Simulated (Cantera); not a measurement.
## Hydrocarbon pyrolysis for carbon deposition

A perfectly stirred reactor is fed with C2H6 : N2 = 1 : 28 (molar parts), at 113 Torr; it is held at 1150 K, and followed from long to short residence time.

Model: GRI-Mech 3.0 (53 species, 325 reactions), integrated in Cantera. GRI-Mech 3.0 stops at C3 and has no aromatics, soot or wall deposition, so with more carbon than oxygen in the feed, carbon stays in small species such as C2H2 where larger ones or solid carbon would form.

| τ (s) | x C2H6 | x C2H2 | x C2H | x H | x C2H4 | x H2 | x CH3 |
|---|---|---|---|---|---|---|---|
| 2.4 | 0.00190 | 0.0144 | 6.10e-11 | 1.60e-6 | 0.0145 | 0.0411 | 3.97e-6 |
| 1.2 | 0.00331 | 0.0107 | 5.60e-11 | 1.75e-6 | 0.0171 | 0.0364 | 5.33e-6 |
| 0.56 | 0.00612 | 0.00660 | 4.34e-11 | 1.83e-6 | 0.0188 | 0.0302 | 7.48e-6 |
| 0.27 | 0.0108 | 0.00338 | 2.78e-11 | 1.76e-6 | 0.0180 | 0.0234 | 1.02e-5 |
| 0.13 | 0.0176 | 0.00134 | 1.46e-11 | 1.59e-6 | 0.0141 | 0.0159 | 1.32e-5 |
| 0.064 | 0.0242 | 0.000427 | 6.90e-12 | 1.39e-6 | 0.00896 | 0.00938 | 1.55e-5 |
| 0.031 | 0.0291 | 0.000109 | 3.03e-12 | 1.23e-6 | 0.00480 | 0.00483 | 1.66e-5 |
| 0.015 | 0.0319 | 2.40e-5 | 1.25e-12 | 1.09e-6 | 0.00231 | 0.00228 | 1.60e-5 |
| 0.0073 | 0.0334 | 4.44e-6 | <1e-12 | 9.28e-7 | 0.00101 | 0.000988 | 1.38e-5 |
| 0.0036 | 0.0341 | 6.26e-7 | <1e-12 | 7.00e-7 | 0.000383 | 0.000375 | 1.03e-5 |
x: mole fraction; the columns are a selection and need not sum to one.
